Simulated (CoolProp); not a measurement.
Saturation properties of water.

Values from CoolProp's reference Helmholtz-energy equation of state, Wagner 2002.

```json
[
 {"T (°C)": "97.25", "p (MPa)": "0.09186", "vapour density (kg/m³)": "[?]", "enthalpy of vaporisation (kJ/kg)": "2264", "surface tension (mN/m)": "59.5", "vapour viscosity (µPa s)": "12.1"},
 {"T (°C)": "113.65", "p (MPa)": "0.1619", "vapour density (kg/m³)": "[?]", "enthalpy of vaporisation (kJ/kg)": "2220", "surface tension (mN/m)": "56.2", "vapour viscosity (µPa s)": "12.7"},
 {"T (°C)": "129.95", "p (MPa)": "0.2699", "vapour density (kg/m³)": "1.495", "enthalpy of vaporisation (kJ/kg)": "[?]", "surface tension (mN/m)": "52.9", "vapour viscosity (µPa s)": "13.3"},
 {"T (°C)": "146.35", "p (MPa)": "0.4314", "vapour density (kg/m³)": "2.322", "enthalpy of vaporisation (kJ/kg)": "2125", "surface tension (mN/m)": "49.4", "vapour viscosity (µPa s)": "13.8"},
 {"T (°C)": "162.65", "p (MPa)": "0.6610", "vapour density (kg/m³)": "3.473", "enthalpy of vaporisation (kJ/kg)": "2073", "surface tension (mN/m)": "45.9", "vapour viscosity (µPa s)": "14.4"},
 {"T (°C)": "179.05", "p (MPa)": "0.9811", "vapour density (kg/m³)": "5.052", "enthalpy of vaporisation (kJ/kg)": "2018", "surface tension (mN/m)": "42.3", "vapour viscosity (µPa s)": "15.0"},
 {"T (°C)": "195.35", "p (MPa)": "1.409", "vapour density (kg/m³)": "7.149", "enthalpy of vaporisation (kJ/kg)": "1958", "surface tension (mN/m)": "38.6", "vapour viscosity (µPa s)": "15.5"},
 {"T (°C)": "211.75", "p (MPa)": "1.975", "vapour density (kg/m³)": "[?]", "enthalpy of vaporisation (kJ/kg)": "1892", "surface tension (mN/m)": "34.8", "vapour viscosity (µPa s)": "16.1"},
 {"T (°C)": "228.05", "p (MPa)": "2.699", "vapour density (kg/m³)": "13.49", "enthalpy of vaporisation (kJ/kg)": "1822", "surface tension (mN/m)": "31.0", "vapour viscosity (µPa s)": "16.6"},
 {"T (°C)": "244.45", "p (MPa)": "3.617", "vapour density (kg/m³)": "[?]", "enthalpy of vaporisation (kJ/kg)": "1743", "surface tension (mN/m)": "27.1", "vapour viscosity (µPa s)": "17.2"},
 {"T (°C)": "260.75", "p (MPa)": "4.750", "vapour density (kg/m³)": "24.02", "enthalpy of vaporisation (kJ/kg)": "1657", "surface tension (mN/m)": "23.3", "vapour viscosity (µPa s)": "17.8"},
 {"T (°C)": "277.15", "p (MPa)": "6.145", "vapour density (kg/m³)": "31.63", "enthalpy of vaporisation (kJ/kg)": "1561", "surface tension (mN/m)": "19.5", "vapour viscosity (µPa s)": "18.5"},
 {"T (°C)": "293.45", "p (MPa)": "7.823", "vapour density (kg/m³)": "41.43", "enthalpy of vaporisation (kJ/kg)": "1453", "surface tension (mN/m)": "15.7", "vapour viscosity (µPa s)": "19.2"}
]
```

Q: Fill in the missing entries.

A: 
- 97.25, vapour density (kg/m³): 0.5453
- 113.65, vapour density (kg/m³): 0.9263
- 129.95, enthalpy of vaporisation (kJ/kg): 2174
- 211.75, vapour density (kg/m³): 9.920
- 244.45, vapour density (kg/m³): 18.12

It boils at 100.0 °C under 1 atm.

Viscosity comes from a separate model (Huber 2009). Surface tension comes from a separate correlation (Mulero 2012).
